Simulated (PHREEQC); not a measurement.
Solution (80 °C): 6.2 mmol/kgw MnSO4, 23 mmol/kgw HCl and 150 mmol/kgw Na2SO4. Closed to the air; pH follows from the charge balance.

Computed with PHREEQC (ion-association model, wateq4f.dat).

```
quantity                   before    after
------------------------  -------  -------
pH                           2.75     2.55
ionic strength (mol/kgw)    0.371    0.197
HSO4- (mol/kgw)            0.0207   0.0194
MnSO4 (mol/kgw)           0.00398  0.00365
Mn+2 (mol/kgw)            0.00218  0.00249
```

Which change was made?
(A) Na2SO4 from 0.15 to 0.075 mol/kgw
(B) Na2SO4 replaced by K2SO4 at the same molality
(C) Na2SO4 left out
(D) Na2SO4 from 0.15 to 0.225 mol/kgw

A, Na2SO4 from 0.15 to 0.075 mol/kgw

No solid was allowed to form. Constants without temperature data keep their 25 °C values here.
